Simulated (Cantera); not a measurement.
Input: 1 mol CH₃SiH₃, 0.47 mol C₂H₄, 100 mol H₂, equilibrated at 7.50 Torr.

Method: chemical equilibrium by Gibbs-energy minimisation in Cantera with the NASA 1993 tables (ideal gas, pure condensed phases). Candidate condensed phases: C, C₆H₆, C₇H₈, C₈H₁₈, Si, SiC; 87 gas species. The feed counts by its element totals alone. Gases not in the tables: Si₂H₆ and higher silanes. Rates play no part.

What share of the Si ends up in condensed phases as a function of T (K), at 1575, 1675, 1775, 1875, 1975, 2075, 2175, 2275, 2375, 2475, 2575?


```
T (K)  Si condensed (%)      as
-----  ----------------  ------
1575              100.0  SiC(s)
1675              100.0  SiC(s)
1775               99.9  SiC(s)
1875               99.6  SiC(s)
1975               98.0  SiC(s)
2075               90.7  SiC(s)
2175               61.7  SiC(s)
2275                0.0       -
2375                0.0       -
2475                0.0       -
2575                0.0       -
```
